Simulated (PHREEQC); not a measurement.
A PHREEQC input (ion-association model, phreeqc.dat):

```
SOLUTION 1
  temp 20
  units mg/L
  pH 7.06
  pe 12
  Na 6.61
  K 0.138
  Ca 9.72
  Mg 5.3
  Cl 1.57
  SO4 48.9 as SO4
  Alkalinity 9.8 as HCO3
  B 0.00244
  F 0.162
END
USE solution 1
EQUILIBRIUM_PHASES 1
  Quartz 0 0.5
  CO2(g) -2 10
END
```

The run finishes with these warnings:
```
WARNING: Could not find element in database, SO4.
	Concentration is set to zero.
```

Its last state differs from that of the intended input:

| quantity | as run | intended |
|---|---|---|
| pH | 5.98 | 5.97 |
| ionic strength (mol/kgw) | 0.00117 | 0.00208 |

The fault: SO4 typed in place of S(6). The line should read `S(6) 48.9` where the input has `SO4 48.9`.
